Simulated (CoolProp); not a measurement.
Vapour-liquid equilibrium of ethylbenzene (1) + m-xylene (2) at 378.7 K; x and y are mole fractions of (1).

Values from CoolProp's multi-fluid Helmholtz-energy mixture model, Zhou 2012 and Zhou 2012; pair parameters Bell 2016.

| x | bubble pressure (MPa) | y at the bubble point | dew pressure at overall composition x (MPa) | liquid density (mol/L) |
|---|---|---|---|---|
| 0.05 | 0.03774 | 0.055 | 0.03772 | 7.419 |
| 0.15 | 0.03817 | 0.164 | 0.03811 | 7.419 |
| 0.25 | 0.03858 | 0.269 | 0.03851 | 7.420 |
| 0.35 | 0.03898 | 0.372 | 0.03889 | 7.420 |
| 0.45 | 0.03936 | 0.473 | 0.03927 | 7.422 |
| 0.55 | 0.03972 | 0.572 | 0.03964 | 7.424 |
| 0.65 | 0.04007 | 0.669 | 0.04000 | 7.427 |
| 0.75 | 0.04040 | 0.765 | 0.04035 | 7.430 |
| 0.85 | 0.04071 | 0.859 | 0.04068 | 7.433 |
| 0.95 | 0.04100 | 0.953 | 0.04099 | 7.438 |

No azeotrope shows between x = 0.05 and 0.95.

The pair parameters rest on a limited set of measurements; away from them the model extrapolates.
